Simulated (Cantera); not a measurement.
Premixed flame

A freely propagating, adiabatic, planar premixed flame of H2 : O2 : N2 = 1.3 : 0.455 : 1.71 (molar parts), unburnt at 700 K and 0.158 atm; mixture-averaged transport, grid criteria slope 0.08 and curve 0.16, no radiation.

Computed with Cantera and the H2/O2 subset of GRI-Mech 3.0, which has no nitrogen chemistry. Burning velocities carry a grid error of a few per cent, more on coarse grids.

```tsv
z (mm)	T (K)	u (m/s)	x H2	x O2	x H2O	x H2O2	x OH	x O
-16.3	700	9.42	0.375	0.131	<1e-8	<1e-8	<1e-8	<1e-8
-10.9	700	9.42	0.375	0.131	<1e-8	<1e-8	<1e-8	<1e-8
-8.14	700	9.42	0.375	0.131	<1e-8	<1e-8	<1e-8	<1e-8
-5.43	700	9.42	0.375	0.131	7.76e-8	<1e-8	<1e-8	1.16e-8
-2.71	706	9.49	0.374	0.131	0.000409	1.46e-7	1.68e-5	1.26e-5
-1.36	796	10.6	0.353	0.127	0.0101	2.19e-7	0.000250	0.000399
0	1155	15.1	0.196	0.0726	0.120	5.88e-7	0.00347	0.00770
1.36	1414	18.2	0.0951	0.0170	0.224	5.83e-7	0.00748	0.0107
2.71	1521	19.4	0.0934	0.0122	0.233	4.81e-7	0.00930	0.0104
5.43	1651	20.9	0.0998	0.0106	0.238	3.20e-7	0.0114	0.00980
10.9	1801	22.5	0.106	0.00870	0.244	1.77e-7	0.0133	0.00856
21.7	1961	24.2	0.112	0.00667	0.252	9.22e-8	0.0147	0.00681
43.4	2118	25.8	0.116	0.00467	0.262	5.05e-8	0.0148	0.00484
```
x: mole fraction of selected species; z is measured from the peak of heat release.

The laminar burning velocity is 942 cm/s and the thermal thickness comes out as 5.43 mm. The peak x(H2O2) comes out as 6.55e-7, the peak x(OH) is 0.0149 and the peak x(O) is 0.0108. The grid points is 140.
